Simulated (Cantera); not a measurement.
Hydrocarbon pyrolysis for carbon deposition

An isothermal, constant-pressure homogeneous reactor starts with 2.86 % CH₄, 97.1 % N₂, at 1925 K and 0.00480 bar.

Cantera simulation using GRI-Mech 3.0 (53 species, 325 reactions); the numbers are that mechanism's predictions, not measurements. GRI-Mech 3.0 stops at C3 and has no aromatics, soot or wall deposition, so with more carbon than oxygen in the feed, carbon stays in small species such as C2H2 where larger ones or solid carbon would form. Radical loss at walls, strong at low pressure, is not modelled.

```
t (s)        x CH₄    x C₂H₂     x C₂H       x H     x HCN     x CH₃
--------  --------  --------  --------  --------  --------  --------
0.000200    0.0286    <1e-12    <1e-12   3.21e-6    <1e-12   8.69e-6
0.000469    0.0285  7.24e-12    <1e-12   4.11e-6    <1e-12   2.38e-5
0.00110     0.0285  3.68e-10    <1e-12   4.29e-6  4.48e-12   6.09e-5
0.00257     0.0284   1.47e-8    <1e-12   4.43e-6  3.57e-11  0.000148
0.00602     0.0282   4.92e-7  3.37e-11   5.28e-6  3.60e-10  0.000350
0.0141      0.0276   1.48e-5   2.30e-9   1.02e-5   4.55e-9  0.000803
0.0331      0.0249  0.000382   6.41e-8   3.86e-5   1.03e-7   0.00163
0.0775      0.0150   0.00462   5.74e-7  0.000147   2.22e-6   0.00175
0.181      0.00538    0.0107   1.27e-6  0.000272   1.24e-5  0.000803
0.425      0.00139    0.0130   1.97e-6  0.000413   3.38e-5  0.000284
0.996     0.000263    0.0137   2.92e-6  0.000608   7.06e-5   7.73e-5
2.33       3.98e-5    0.0138   3.99e-6  0.000830  0.000117   1.60e-5
5.47       2.40e-6    0.0138   5.39e-6   0.00112  0.000147   1.30e-6
12.8       1.06e-7    0.0138   7.90e-6   0.00163  0.000150   8.43e-8
30.0       2.20e-8    0.0138   1.15e-5   0.00235  0.000151   2.54e-8
```
x: mole fraction; the columns are a selection and need not sum to one.

Equilibrium at this temperature and pressure: CH₄ 3.64e-8, C₂H₂ 0.00150, C₂H 1.49e-6, H 0.00279, HCN 0.0247, CH₃ 5.02e-8 (gas phase only).
